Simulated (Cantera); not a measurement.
A perfectly stirred reactor is fed with 4.42 % CH₄, 20.1 % O₂, 75.5 % N₂, at 1.00 bar; it is adiabatic with a 575 K inlet, and is followed from long to short residence time, starting on the burning branch (τ in s: 0.032, 0.016, 0.0076, 0.0037, 0.0018, 0.00089, 0.00044, 0.00021, 0.0001, 5.1e-05, 2.5e-05).

Computed with Cantera and GRI-Mech 3.0 (53 species, 325 reactions).

**Question.** Predict: blow-out, bracketed by the residence times tried; x(CH₄) at τ = 32.0 ms; x(O₂) at τ = 32.0 ms; x(CH₃) at τ = 32.0 ms; x(HCN) at τ = 32.0 ms; x(CH₂CO) at τ = 32.0 ms; x(CH₄) at τ = 0.890 ms; x(O₂) at τ = 0.890 ms; x(CH₃) at τ = 0.890 ms; x(HCN) at τ = 0.890 ms; x(CH₂CO) at τ = 0.890 ms.

**Answer.** 
| Item | Result |
|---|---|
| blow-out, bracketed by the residence times tried | burning at 0.890 ms, out at 0.440 ms |
| x(CH₄) at τ = 32.0 ms | 3.93e-5 |
| x(O₂) at τ = 32.0 ms | 0.113 |
| x(CH₃) at τ = 32.0 ms | 5.30e-6 |
| x(HCN) at τ = 32.0 ms | 1.56e-9 |
| x(CH₂CO) at τ = 32.0 ms | 8.38e-9 |
| x(CH₄) at τ = 0.890 ms | 0.000538 |
| x(O₂) at τ = 0.890 ms | 0.117 |
| x(CH₃) at τ = 0.890 ms | 4.46e-5 |
| x(HCN) at τ = 0.890 ms | 1.01e-8 |
| x(CH₂CO) at τ = 0.890 ms | 1.81e-7 |
